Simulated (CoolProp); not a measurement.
Vapour-liquid equilibrium of toluene (1) + m-xylene (2) at 406.5 K; x and y are mole fractions of (1).

Computed with CoolProp (multi-fluid Helmholtz-energy mixture model, Lemmon 2006 and Zhou 2012; pair parameters Bell 2016).

```csv
x,"bubble pressure, mixture model (MPa)","bubble pressure, Raoult's law (MPa)","y, mixture model","y, Raoult's law"
0.05,0.09194,0.09164,0.102,0.101
0.125,0.09999,0.09905,0.237,0.234
0.2,0.1081,0.1065,0.353,0.348
0.275,0.1163,0.1139,0.452,0.448
0.35,0.1243,0.1213,0.538,0.535
0.425,0.1322,0.1287,0.613,0.613
0.5,0.1398,0.1361,0.679,0.681
0.575,0.1472,0.1435,0.737,0.743
0.65,0.1544,0.1509,0.790,0.799
0.725,0.1614,0.1583,0.839,0.849
0.8,0.1681,0.1657,0.885,0.895
0.875,0.1747,0.1731,0.929,0.937
0.95,0.1812,0.1805,0.971,0.976
```

The largest gap from Raoult's law is +2.7 % in bubble pressure, at x = 0.5. No azeotrope shows between x = 0.05 and 0.95.

Pair parameters are fitted to limited data, so mixtures are less certain than the pure fluids.
